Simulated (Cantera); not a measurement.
Feed: 1 mol H2S, 0.065 mol H2, 3.5 mol O2, at 1800 K and 1650 Torr.

Method: chemical equilibrium by Gibbs-energy minimisation in Cantera with the NASA 1993 tables (ideal gas, pure condensed phases). Candidate condensed phases: H2O, H2SO4, S; 19 gas species. Kinetics and transport are ignored.

Base state: O2 0.487, H2O 0.264, SO2 0.246, SO3 0.00267, OH 0.00113, O 5.72e-5, H2 1.37e-5 (mole fractions); condensed: gas only.

Task: What changes in the equilibrium state with this change: O2 from 3.5 to 0.088 mol?

Result: 
```csv
species,before,after
H2,1.37e-5,0.367
H2S,<1e-9,0.275
S2,<1e-9,0.218
O2,0.487,<1e-9
SH,<1e-9,0.0123
SO2,0.246,0.000517
H2O,0.264,0.126
SO3,0.00267,<1e-9
S2O,<1e-9,0.000419
S,<1e-9,0.000234
```
